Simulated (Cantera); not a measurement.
An isothermal, constant-pressure homogeneous reactor starts with NO : N2 = 1 : 0.22 (molar parts), at 2175 K and 1.01 bar. Integrator tolerance rtol = 1e-08.

Model: GRI-Mech 3.0 (53 species, 325 reactions), integrated in Cantera.

Task: What does this change do: temperature 2175 to 1473 K?

Result: 
```json
[
 {"quantity": "x(NO) at 100 s", "before": "0.0142 (gas-phase equilibrium 0.0142)", "after": "0.394 (gas-phase equilibrium 0.00130)"},
 {"quantity": "x(O) at 100 s", "before": "0.00146 (gas-phase equilibrium 0.00146)", "after": "1.29e-6 (gas-phase equilibrium 1.78e-6)"},
 {"quantity": "x(N2) at 100 s", "before": "0.583 (gas-phase equilibrium 0.583)", "after": "0.393 (gas-phase equilibrium 0.590)"},
 {"quantity": "x(N2O) at 100 s", "before": "6.86e-7 (gas-phase equilibrium 6.86e-7)", "after": "5.01e-5 (gas-phase equilibrium 6.99e-8)"},
 {"quantity": "x(O2) at 100 s", "before": "0.402 (gas-phase equilibrium 0.402)", "after": "0.211 (gas-phase equilibrium 0.409)"},
 {"quantity": "x(NO2) at 100 s", "before": "2.61e-5 (gas-phase equilibrium 2.61e-5)", "after": "0.00231 (gas-phase equilibrium 1.06e-5)"}
]
```
